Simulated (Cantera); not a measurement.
What does this Cantera script print?

```python
import numpy as np
import cantera as ct

gas_names = """
    CL CL2 N N2 Si SiCL SiCL2 SiCL3 SiCL4 SiN Si2 Si2N Si3
""".split()
cond_names = """
    Si(cr) Si(L) Si3N4(a)
""".split()


def load(file, names, dense=False):
    # The tables refer to 1 bar. Condensed volumes are neglected.
    table = {s.name: s for s in ct.Species.list_from_file(file)}
    out = []
    for n in names:
        d = dict(table[n].input_data)
        d["thermo"] = dict(d["thermo"], **{"reference-pressure": 1e5})
        if dense:
            d["equation-of-state"] = {"model": "constant-volume", "density": "1e6 g/cm^3"}
        out.append(ct.Species.from_dict(d))
    return out


gas = ct.Solution(thermo="ideal-gas", species=load("nasa_gas.yaml", gas_names))
cond = {s.name: ct.Solution(thermo="fixed-stoichiometry", species=[s], name=s.name)
        for s in load("nasa_condensed.yaml", cond_names, dense=True)}
atoms = {
    'Si': {'Si': 1},
    'Cl2': {'CL': 2},
    'N2': {'N': 2},
}
top_T = {'Si3N4(a)': 2400}  # K; cautious upper limits of use, not melting points


def equilibrate(T, P, feed):
    n = {}
    for name, mol in feed.items():
        for a, k in atoms[name].items():
            n[a] = n.get(a, 0.0) + k * mol
    gas.TPX = T, P, n
    mass = sum(n.values()) * gas.mean_molecular_weight
    gas.equilibrate("TP")
    valid = [c for c in cond.values() if c.min_temp <= T <= top_T.get(c.name, c.max_temp)]
    mix = ct.Mixture([(gas, mass / gas.mean_molecular_weight)] + [(c, 0.0) for c in valid])
    mix.T, mix.P = T, P
    mix.equilibrate("TP", solver="vcs", rtol=1e-11, max_steps=5000)
    return mix


results = []
P = 133.322  # Pa
for T in [1175, 1225, 1275, 1325, 1375, 1425, 1475, 1525, 1575, 1625, 1675]:
    for m in [1.1, 1.4, 1.8, 2.3, 3, 3.9, 5.1, 6.5]:
        feed = {'Si': 1, 'Cl2': m, 'N2': 33}  # mol
        mix = equilibrate(T, P, feed)
        results.append((T, P, feed, dict(zip(mix.species_names, mix.species_moles))))

for T, P, feed, n in results:
    print(f"{T:7g} {feed['Cl2']:10.4g}  " + (" + ".join(c for c in cond_names if n.get(c, 0) > 1e-12) or "gas only"))
```

Result:

```
   1175        1.1  Si3N4(a)
   1175        1.4  Si3N4(a)
   1175        1.8  Si3N4(a)
   1175        2.3  gas only
   1175          3  gas only
   1175        3.9  gas only
   1175        5.1  gas only
   1175        6.5  gas only
   1225        1.1  Si3N4(a)
   1225        1.4  Si3N4(a)
   1225        1.8  Si3N4(a)
   1225        2.3  gas only
   1225          3  gas only
   1225        3.9  gas only
   1225        5.1  gas only
   1225        6.5  gas only
   1275        1.1  Si3N4(a)
   1275        1.4  Si3N4(a)
   1275        1.8  gas only
   1275        2.3  gas only
   1275          3  gas only
   1275        3.9  gas only
   1275        5.1  gas only
   1275        6.5  gas only
   1325        1.1  Si3N4(a)
   1325        1.4  gas only
   1325        1.8  gas only
   1325        2.3  gas only
   1325          3  gas only
   1325        3.9  gas only
   1325        5.1  gas only
   1325        6.5  gas only
   1375        1.1  Si3N4(a)
   1375        1.4  gas only
   1375        1.8  gas only
   1375        2.3  gas only
   1375          3  gas only
   1375        3.9  gas only
   1375        5.1  gas only
   1375        6.5  gas only
   1425        1.1  gas only
   1425        1.4  gas only
   1425        1.8  gas only
   1425        2.3  gas only
   1425          3  gas only
   1425        3.9  gas only
   1425        5.1  gas only
   1425        6.5  gas only
   1475        1.1  gas only
   1475        1.4  gas only
   1475        1.8  gas only
   1475        2.3  gas only
   1475          3  gas only
   1475        3.9  gas only
   1475        5.1  gas only
   1475        6.5  gas only
   1525        1.1  gas only
   1525        1.4  gas only
   1525        1.8  gas only
   1525        2.3  gas only
   1525          3  gas only
   1525        3.9  gas only
   1525        5.1  gas only
   1525        6.5  gas only
   1575        1.1  gas only
   1575        1.4  gas only
   1575        1.8  gas only
   1575        2.3  gas only
   1575          3  gas only
   1575        3.9  gas only
   1575        5.1  gas only
   1575        6.5  gas only
   1625        1.1  gas only
   1625        1.4  gas only
   1625        1.8  gas only
   1625        2.3  gas only
   1625          3  gas only
   1625        3.9  gas only
   1625        5.1  gas only
   1625        6.5  gas only
   1675        1.1  gas only
   1675        1.4  gas only
   1675        1.8  gas only
   1675        2.3  gas only
   1675          3  gas only
   1675        3.9  gas only
   1675        5.1  gas only
   1675        6.5  gas only
```

Method: chemical equilibrium by Gibbs-energy minimisation in Cantera with the NASA 1993 tables (ideal gas, pure condensed phases). N2 is the only nitrogen source here; it is nearly inert below about 1500 K, so the nitride shown seldom forms there in practice. The tables' values for SiCl3 are old estimates.
